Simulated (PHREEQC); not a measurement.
**Acid rinse or clean (model solution)**

Make-up at 25 °C: 0.0011 mol HF and 0.023 mol KCl per kg of water. Closed to the air; pH follows from the charge balance.

Computed with PHREEQC (ion-association model, phreeqc.dat).

```yaml
pH: 3.25
ionic_strength: 0.0236 mol/kgw
specific_conductance: 3340 µS/cm
total_alkalinity: -1.10 meq/kg
```

```csv
species,molality,activity,log γ
Cl-,0.0230,0.0198,-0.066
K+,0.0230,0.0197,-0.066
H+,0.000639,0.000564,-0.054
F-,0.000638,0.000547,-0.067
HF,0.000460,0.000463,0.002
HF2-,1.13e-6,9.71e-7,-0.064
```

This is a speciation only: nothing precipitates in the calculation.
